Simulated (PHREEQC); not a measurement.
Consider water at 25 °C with 0.096 mol/kgw NH3 and 0.00025 mol/kgw H3BO3. Closed to the air; pH follows from the charge balance.

Model: ion-association model, phreeqc.dat, run in PHREEQC.

```
quantity                   before     after
------------------------  -------  --------
pH                          11.07      6.41
ionic strength (mol/kgw)  0.00148   3.92e-7
H3BO3 (mol/kgw)           3.50e-6  0.000250
```

Task: Name the change that produced these shifts.
(A) NH3 from 0.096 to 0.106 mol/kgw
(B) NH3 left out
(C) temperature from 25 to 80 °C
(D) NH3 replaced by (NH4)2HPO4 at the same molality
(E) H3BO3 from 0.00025 to 0.00125 mol/kgw

Result: B, NH3 left out

This is a speciation only: nothing precipitates in the calculation.
